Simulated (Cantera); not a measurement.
Charge: 1 mol Ca(OH)2, 1.1 mol H2O, 0.019 mol H2, held at 2123 K and 32000 Pa.

These are equilibrium values from Cantera (NASA tables, ideal gas, pure condensed phases), not measurements of a reactor. Candidate condensed phases: Ca, CaO, Ca(OH)2, H2O; 14 gas species. The numbers say what is thermodynamically allowed, not how fast it happens.

Problem. What is the equilibrium state?

Solution. 
- x(H2O) = 0.970
- x(H2) = 0.0191
- x(OH) = 0.00550
- x(O2) = 0.00386
- x(H) = 0.000877
- x(Ca(OH)2) = 0.000243
- x(O) = 0.000179
- x(CaOH) = 4.20e-6
- n(CaO(s)) = 0.999 mol
- gas amount = 2.134 mol
- log10 activity of Ca(l) (absent) = -8.55
